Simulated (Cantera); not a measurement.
Input (Python, Cantera) and output of one run.

```python
import numpy as np
import cantera as ct

gas_names = """
    H HNO HNO2 HNO3 HO2 H2 H2O H2O2 N NH NH2 NH3 NH2OH NO NO2 NO3 N2 N2H2 N2H4 N2O O OH O2 O3
""".split()
cond_names = """
    H2O(s) H2O(L)
""".split()


# ... load() reads the species with a 1 bar reference pressure and builds the phases ...
atoms = {
    'NH3': {'N': 1, 'H': 3},
    'H2O': {'H': 2, 'O': 1},
    'N2': {'N': 2},
}
top_T = {}  # K; cautious upper limits of use, not melting points


# ... equilibrate(T, P, feed) seeds the gas with the atoms and calls Mixture.equilibrate('TP', solver="vcs", rtol=1e-11, max_steps=5000) ...
results = []
feed = {'NH3': 1, 'H2O': 0.05, 'N2': 0.4}  # mol
T = 648  # K
P = 133.322  # Pa
mix = equilibrate(T, P, feed)
results.append((T, P, feed, dict(zip(mix.species_names, mix.species_moles))))
x = sorted(zip(gas.X, gas.species_names), reverse=True)
print(f"T = {T:g} K  P = {P:g} Pa  gas = {mix.phase_moles(0):.4g} mol")
print("   x: " + "  ".join(f"{s} {v:.3e}" for v, s in x if v > 1e-05))
print("   condensed (mol): " + ("  ".join(f"{mix.phase(i).name} {mix.phase_moles(i):.4g}"
      for i in range(1, mix.n_phases) if mix.phase_moles(i) > 1e-12) or "none"))
```

It prints:

```
T = 648 K  P = 133.322 Pa  gas = 2.45 mol
   x: H2 6.122e-01  N2 3.673e-01  H2O 2.041e-02
   condensed (mol): none
```

Equilibrium computed with Cantera from the NASA thermochemical tables; the gas is ideal and each condensed phase is pure.
